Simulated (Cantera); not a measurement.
What does this Cantera script print?

```python
import numpy as np
import cantera as ct

gas = ct.Solution("gri30.yaml")


def delay(T, t_max=10):
    gas.TPX = T, 91000, {'CH4': 1, 'O2': 3.17, 'N2': 11.9, 'CO2': 0.28}
    reactor = ct.IdealGasReactor(gas, clone=False)
    net = ct.ReactorNet([reactor])
    net.rtol, net.atol = 1e-8, 1e-16
    while net.time < t_max:
        t_old, T_old = net.time, reactor.T
        net.step()
        if reactor.T > T + 400:  # ignition: a rise of 400 K
            return t_old + (T + 400 - T_old) / (reactor.T - T_old) * (net.time - t_old)
    return np.nan


taus = []
for T in [1323, 1373, 1423, 1473, 1523, 1573, 1623, 1673]:
    taus.append(delay(T))
    print(f"T0 = {T:6g} K   tau = {taus[-1]:.4e} s")
```

Output:

```
T0 =   1323 K   tau = 7.3691e-03 s
T0 =   1373 K   tau = 4.0292e-03 s
T0 =   1423 K   tau = 2.2987e-03 s
T0 =   1473 K   tau = 1.3702e-03 s
T0 =   1523 K   tau = 8.5322e-04 s
T0 =   1573 K   tau = 5.5345e-04 s
T0 =   1623 K   tau = 3.7232e-04 s
T0 =   1673 K   tau = 2.5848e-04 s
```

Cantera simulation using GRI-Mech 3.0 (53 species, 325 reactions); the numbers are that mechanism's predictions, not measurements.
